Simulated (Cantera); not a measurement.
# Ignition delay

Mixture: 16.5 % CO, 4.13 % H2, 16.7 % O2, 62.6 % N2, equivalence ratio 0.62, at 0.592 atm, adiabatic and at constant volume. Ignition delay is the time to a rise of 400 K.

Cantera simulation using GRI-Mech 3.0 (53 species, 325 reactions); the numbers are that mechanism's predictions, not measurements. Where the delays flatten at high temperature, the 400 K rule measures the pace of heat release, not the induction time.

```tsv
T0 (K)	delay (ms)
1173	0.175
1248	0.137
1323	0.117
1398	0.105
1473	0.100
1548	0.1000
1623	0.104
1698	0.111
1773	0.121
```
